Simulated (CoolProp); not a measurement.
The numbers come from the reference Helmholtz-energy equation of state, Schroeder 2014 in CoolProp.

Q: For ethanol, give the phase and the density (kg/m³), isothermal compressibility (1/MPa) at 540 K and 10.4 bar; 540 K and 24.4 bar.

A: 
- 540 K and 10.4 bar: gas; density 11.1, isothermal compressibility 1.00
- 540 K and 24.4 bar: gas; density 27.8, isothermal compressibility 0.460
